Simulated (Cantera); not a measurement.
Charge: 1 mol toluene, 0.83 mol H2, at 1723 K and 100000 Pa.

Equilibrium computed with Cantera from the NASA thermochemical tables; the gas is ideal and each condensed phase is pure. Candidate condensed phases: C, C6H6, C7H8, C8H18; 76 gas species. Kinetics and transport are ignored.

Base state: H2 0.999, CH4 0.00100, H 0.000182, C2H2 (acetylene) 9.04e-5 (mole fractions); condensed: C(graphite).

### Question
What changes in the equilibrium state with this change: temperature from 1723 K to 1550 K?

### Answer
```json
[
 {"species": "H2", "before": "0.999", "after": "0.998"},
 {"species": "CH4", "before": "0.00100", "after": "0.00202"},
 {"species": "H", "before": "0.000182", "after": "3.15e-5"},
 {"species": "C2H2 (acetylene)", "before": "9.04e-5", "after": "1.60e-5"},
 {"species": "C(graphite), mol", "before": "6.99", "after": "6.99"}
]
```
